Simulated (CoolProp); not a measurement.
Properties of R1123 along the isobar 6430 kPa (Tc = 331.7 K, pc = 4549 kPa, ω = 0.243).

Values from CoolProp's reference Helmholtz-energy equation of state, Akasaka 2020.

```tsv
T (K)	phase	Z	cv (kJ/(kg K))
249.3	liquid	0.2049	0.8186
263.6	liquid	0.2019	0.8293
277.9	liquid	0.2007	0.8421
292.1	liquid	0.2017	0.8573
306.4	liquid	0.2058	0.8762
320.7	liquid	0.2153	0.9015
334.9	supercritical	0.2385	0.9426
349.2	supercritical	0.3451	1.021
363.5	supercritical	0.5257	0.9832
377.7	supercritical	0.6264	0.9590
392	supercritical	0.6935	0.9525
406.3	supercritical	0.7432	0.9548
420.5	supercritical	0.7820	0.9619
```
